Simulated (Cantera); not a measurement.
A perfectly stirred reactor is fed with CH₄ : C₂H₆ : O₂ : N₂ = 1 : 0.13 : 1.53 : 5.77 (molar parts), equivalence ratio 1.6, at 10.0 bar; it is adiabatic with a 673 K inlet, and is followed from long to short residence time, starting on the burning branch (τ in s: 0.053, 0.025, 0.012, 0.0056, 0.0026, 0.0012, 0.00059, 0.00028, 0.00013, 6.3e-05, 3e-05, 1.4e-05, 6.6e-06).

Cantera simulation using GRI-Mech 3.0 (53 species, 325 reactions); the numbers are that mechanism's predictions, not measurements.

**Question.** Predict: blow-out, bracketed by the residence times tried; x(CH₄) at τ = 53.0 ms; x(C₂H₆) at τ = 53.0 ms; x(O₂) at τ = 53.0 ms; x(CH₂) at τ = 53.0 ms; x(H₂O₂) at τ = 53.0 ms; x(CH₄) at τ = 0.590 ms; x(C₂H₆) at τ = 0.590 ms; x(O₂) at τ = 0.590 ms; x(CH₂) at τ = 0.590 ms; x(H₂O₂) at τ = 0.590 ms.

**Answer.** 
| Quantity | Result |
|---|---|
| blow-out, bracketed by the residence times tried | burning at 0.130 ms, out at 63.0 µs |
| x(CH₄) at τ = 53.0 ms | 0.000733 |
| x(C₂H₆) at τ = 53.0 ms | 1.70e-7 |
| x(O₂) at τ = 53.0 ms | 4.86e-5 |
| x(CH₂) at τ = 53.0 ms | 2.60e-7 |
| x(H₂O₂) at τ = 53.0 ms | 3.55e-9 |
| x(CH₄) at τ = 0.590 ms | 0.00697 |
| x(C₂H₆) at τ = 0.590 ms | 2.48e-5 |
| x(O₂) at τ = 0.590 ms | 0.00294 |
| x(CH₂) at τ = 0.590 ms | 8.05e-6 |
| x(H₂O₂) at τ = 0.590 ms | 2.24e-7 |
